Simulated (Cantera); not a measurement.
A closed system holds: 1 mol SiH2Cl2, a varied amount of NH3, 14 mol H2, at 1423 K and 0.100 bar.

Equilibrium computed with Cantera from the NASA thermochemical tables; the gas is ideal and each condensed phase is pure. Candidate condensed phases: NH4Cl, Si, Si3N4; 28 gas species. Mutual solubility and eutectic melting of coexisting phases are not modelled. The tables' values for SiCl3 are old estimates; treat these amounts as uncertain. Rates play no part.

x: gas mole fraction; n: condensed amount in mol.

```json
[
 {"n(NH3) (mol)": "0.17", "x H2": "0.903", "x N2": "9.58e-5", "x HCl": "0.0746", "x SiCl2": "0.0186", "n Si(s)": "0.515", "n Si3N4(s)": "0.0417"},
 {"n(NH3) (mol)": "0.35", "x H2": "0.904", "x N2": "9.58e-5", "x HCl": "0.0739", "x SiCl2": "0.0182", "n Si(s)": "…", "n Si3N4(s)": "…"},
 {"n(NH3) (mol)": "0.71", "x H2": "0.907", "x N2": "9.58e-5", "x HCl": "0.0723", "x SiCl2": "0.0174", "n Si(s)": "0.119", "n Si3N4(s)": "0.177"},
 {"n(NH3) (mol)": "1.4", "x H2": "0.890", "x N2": "…", "x HCl": "…", "x SiCl2": "…", "n Si(s)": "0", "n Si3N4(s)": "0.311"},
 {"n(NH3) (mol)": "2.9", "x H2": "0.869", "x N2": "0.0375", "x HCl": "0.0930", "x SiCl2": "0.000560", "n Si(s)": "0", "n Si3N4(s)": "0.328"},
 {"n(NH3) (mol)": "5.9", "x H2": "0.842", "x N2": "0.0843", "x HCl": "0.0732", "x SiCl2": "0.000208", "n Si(s)": "0", "n Si3N4(s)": "0.331"},
 {"n(NH3) (mol)": "12", "x H2": "0.814", "x N2": "0.136", "x HCl": "0.0507", "x SiCl2": "7.54e-5", "n Si(s)": "0", "n Si3N4(s)": "0.332"}
]
```

Problem. Some entries are withheld; supply them.

Solution. 
- 1.4, x N2: 0.00424
- 1.4, x HCl: 0.102
- 1.4, x SiCl2: 0.00281
- 0.35, n Si(s): 0.383
- 0.35, n Si3N4(s): 0.0867
